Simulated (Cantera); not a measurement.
Input: 1 mol c-C₄F₈, 0.082 mol CH₄, equilibrated at 2948 K and 2.70e-5 bar.

Cantera equilibrium calculation (NASA polynomials, part measured and part estimated; ideal gas, pure solids and liquids). Candidate condensed phases: C, C₆H₆, C₇H₈, C₈H₁₈; 95 gas species. The feed counts by its element totals alone. Rates play no part.

Base state: F 0.699, C 0.201, C₃ 0.0366, H 0.0248, C₂ 0.0208, CF 0.0128, HF 0.00461, C₄ 1.89e-5 (mole fractions); condensed: gas only.

**Question.** What changes in the equilibrium state with this change: temperature from 2948 K to 2273 K?

**Answer.** 
```tsv
species	before	after
F	0.699	0.929
HF	0.00461	0.0415
CF₂	1.84e-5	0.0151
C	0.201	0.000199
C₂	0.0208	3.30e-5
H	0.0248	0.000127
C₃	0.0366	0.000374
CF	0.0128	0.0140
C₄	1.89e-5	8.54e-8
C₅	1.80e-5	3.76e-7
C(graphite), mol	0	3.84
```
